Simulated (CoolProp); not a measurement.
Vapour-liquid equilibrium of n-decane (1) + n-dodecane (2) at 90.25 °C; x and y are mole fractions of (1).

Model: multi-fluid Helmholtz-energy mixture model, Lemmon 2006 and Lemmon 2004; pair parameters Bell 2016, in CoolProp.

| x | bubble pressure (kPa) | y at the bubble point | dew pressure at overall composition x (kPa) | liquid density (mol/L) |
|---|---|---|---|---|
| 0.05 | 1.507 | 0.207 | 1.310 | 4.121 |
| 0.125 | 1.892 | 0.419 | 1.397 | 4.164 |
| 0.2 | 2.284 | 0.560 | 1.497 | 4.208 |
| 0.275 | 2.680 | 0.661 | 1.612 | 4.253 |
| 0.35 | 3.077 | 0.735 | 1.747 | 4.298 |
| 0.425 | 3.472 | 0.792 | 1.907 | 4.345 |
| 0.5 | 3.864 | 0.837 | 2.099 | 4.393 |
| 0.575 | 4.252 | 0.874 | 2.335 | 4.442 |
| 0.65 | 4.636 | 0.904 | 2.632 | 4.492 |
| 0.725 | 5.017 | 0.930 | 3.016 | 4.544 |
| 0.8 | 5.395 | 0.952 | 3.533 | 4.597 |
| 0.875 | 5.773 | 0.972 | 4.262 | 4.651 |
| 0.95 | 6.152 | 0.989 | 5.354 | 4.707 |

No azeotrope shows between x = 0.05 and 0.95.

Pair parameters are fitted to limited data, so mixtures are less certain than the pure fluids. The gap from Raoult's law changes sign with composition, which may be real or a fault of the pair parameters; it wasn't checked against measurements.
